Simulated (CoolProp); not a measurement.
Properties of normal hydrogen at several states (Tc = -240.0 °C, pc = 1.296 MPa, ω = -0.219).

Computed with CoolProp (reference Helmholtz-energy equation of state, Leachman 2009).

| T (°C) | p (MPa) | phase | Z | cp (kJ/(kg K)) | speed of sound (m/s) | Joule-Thomson coefficient (K/MPa) | Prandtl number | fugacity coefficient |
|---|---|---|---|---|---|---|---|---|
| 14.55 | 0.111 | gas | 1.001 | 14.27 | 1293 | -0.2790 | 0.685 | 1.001 |
| 406.35 | 0.0107 | gas | 1.000 | 14.60 | 1976 | -0.5683 | 0.680 | 1.000 |
| -238.25 | 0.396 | gas | 0.9076 | 12.02 | 472.4 | 8.149 | 0.711 | 0.9146 |
| 162.05 | 0.411 | gas | 1.002 | 14.50 | 1587 | -0.4657 | 0.682 | 1.002 |

Viscosity comes from a separate model (Muzny 2013). Thermal conductivity comes from a separate model (Assael 2011).
